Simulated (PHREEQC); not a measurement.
0.073 g of hydrous ferric oxide (600 m²/g; 0.2 weak and 0.005 strong sites per Fe, Dzombak-Morel constants, diffuse double layer) in 1 kg of water with 0.3 mol/kgw of an inert sodium salt and 0.00017 mmol/kgw NaF, at 25 °C; the pH is set by adding NaOH or the inert anion's acid. Oxygen is held at 0.21 atm. CO2 from the air is kept out. Precipitation was switched off in this run.

Base run: PHREEQC, ion-association model, wateq4f.dat. Each further column changes one thing. The table gives F sorbed (%).

```tsv
pH	base	background salt from 0.3 to 0.03 mol/kgw	oxide from 0.073 to 0.36 g/kgw	0.00011 mol/kgw CuSO4 added
4	23.2	71.6	___	___
4.5	21.8	64.4	57.8	11.4
5	17.8	___	51.7	10.3
5.5	12.6	35.9	41.6	8.1
6	7.8	20.8	29.5	6.0
6.5	4.3	10.0	18.0	4.6
7	2.1	___	9.6	3.4
7.5	1.0	1.6	4.6	2.0
8	0.4	0.6	2.0	0.9
8.5	0.2	0.2	0.9	0.4
9	0.1	0.1	0.4	0.1
9.5	0.0	0.0	0.2	0.0
10	0.0	0.0	0.1	0.0
```

**Question.** Complete the blanks.

**Answer.** 
- 4, oxide from 0.073 to 0.36 g/kgw: 59.8
- 4, 0.00011 mol/kgw CuSO4 added: 11.3
- 5, background salt from 0.3 to 0.03 mol/kgw: 51.8
- 7, background salt from 0.3 to 0.03 mol/kgw: 4.2

 In at least one series the solution becomes supersaturated in solids that the run did not let form, among them Cu(OH)2. The database's constant for dissolved Cu(OH)2 is higher than later reviews accept.
